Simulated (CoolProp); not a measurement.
Vapour-liquid equilibrium of hydrogen chloride (1) + propane (2) at 2.58 bar; x and y are mole fractions of (1).

Computed with CoolProp (multi-fluid Helmholtz-energy mixture model, Thol 2018 and Lemmon 2009; pair parameters Bell 2016).

Task: Give the bubble temperature and the first vapour's composition at x = 0.35, 0.5, 0.95. Is there an azeotrope?

Result: x = 0.35: 213.6 K, y = 0.864; x = 0.5: 210.8 K, y = 0.893; x = 0.95: 206.9 K, y = 0.973. No azeotrope shows between x = 0.05 and 0.95.

Pair parameters are fitted to limited data, so mixtures are less certain than the pure fluids. With so large a gap from Raoult's law the liquid may split in two, which this calculation doesn't test in full.
